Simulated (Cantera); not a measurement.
Input (Python, Cantera):

```python
import numpy as np
import cantera as ct

surf = ct.Interface("diamond.yaml", "diamond_100")
gas, bulk = surf.adjacent["gas"], surf.adjacent["diamond"]
k = surf.kinetics_species_index(bulk.species_names[0])
cover = ["c6HH", "c6H*", "c6*H", "c6**", "c6HM", "c6B"]

rows, drift = [], 0.0
print(f"{'xCH3':>10s}{'um/h':>11s}" + "".join(f"{s:>11s}" for s in cover))
for v in [1e-06, 2.6e-06, 6.6e-06, 1.7e-05, 4.4e-05, 0.00011, 0.00029, 0.00075, 0.0019]:
    T, P, xH, xCH3 = 1200, 16000, 0.043, v
    gas.TPX = T, P, {"H": xH, "CH3": xCH3, "CH4": 0.029, "H2": 1 - xH - xCH3 - 0.029}
    surf.TP = bulk.TP = T, P
    surf.coverages = "c6H*:0.1, c6HH:0.9"
    surf.advance_coverages(100.0)
    before = surf.coverages
    surf.advance_coverages(100.0)
    drift = max(drift, np.max(np.abs(surf.coverages - before) / (surf.coverages + 1e-9)))
    rate = surf.net_production_rates[k] * bulk.mean_molecular_weight / bulk.density * 3.6e9
    rows.append([rate, *surf[cover].coverages])
    print(f"{v:10.4g}{rate:11.4e}" + "".join(f"{x:11.3e}" for x in rows[-1][1:]))
```

Result:

```
      xCH3       um/h       c6HH       c6H*       c6*H       c6**       c6HM        c6B
     1e-06 1.6238e-01  4.373e-01  3.998e-02  4.912e-01  3.150e-02  5.574e-06  4.406e-10
   2.6e-06 4.2218e-01  4.373e-01  3.998e-02  4.912e-01  3.150e-02  1.449e-05  1.146e-09
   6.6e-06 1.0716e+00  4.372e-01  3.997e-02  4.912e-01  3.150e-02  3.679e-05  2.908e-09
   1.7e-05 2.7599e+00  4.372e-01  3.997e-02  4.912e-01  3.149e-02  9.474e-05  7.489e-09
   4.4e-05 7.1409e+00  4.371e-01  3.996e-02  4.910e-01  3.148e-02  2.451e-04  1.938e-08
   0.00011 1.7838e+01  4.369e-01  3.993e-02  4.907e-01  3.145e-02  6.124e-04  4.840e-08
   0.00029 4.6922e+01  4.362e-01  3.986e-02  4.899e-01  3.136e-02  1.611e-03  1.273e-07
   0.00075 1.2067e+02  4.345e-01  3.969e-02  4.877e-01  3.113e-02  4.143e-03  3.274e-07
    0.0019 3.0144e+02  4.303e-01  3.925e-02  4.823e-01  3.059e-02  1.035e-02  8.180e-07
```

Model: the Harris–Goodwin 1993 mechanism for the reconstructed diamond (100) surface, integrated in Cantera.
